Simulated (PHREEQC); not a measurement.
Consider water at 20 °C with 0.1 mol/kgw KOH, 0.12 mol/kgw BaCl2 and 0.11 mol/kgw NaCl. Closed to the air; pH follows from the charge balance.

All values are PHREEQC results (Pitzer model, pitzer.dat), not measurements.

This is a speciation only: nothing precipitates in the calculation.

What pH does the model give?

pH 12.96.
